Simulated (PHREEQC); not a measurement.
**Polishing slurry liquid: an equilibrium model**

A solution holds 0.056 mol/kgw H2SO4, 5.7e-06 mol/kgw H4SiO4 and 0.25 mol/kgw CuSO4, at 25 °C. Closed to the air; pH follows from the charge balance.

Model: ion-association model, wateq4f.dat, run in PHREEQC.

Precipitation was switched off in this run.

Problem. What pH does the model give?

Solution. pH 1.60.

Problem. In which forms is Cu present?

Solution. Cu+2 51 %, CuSO4 49 % of the Cu.
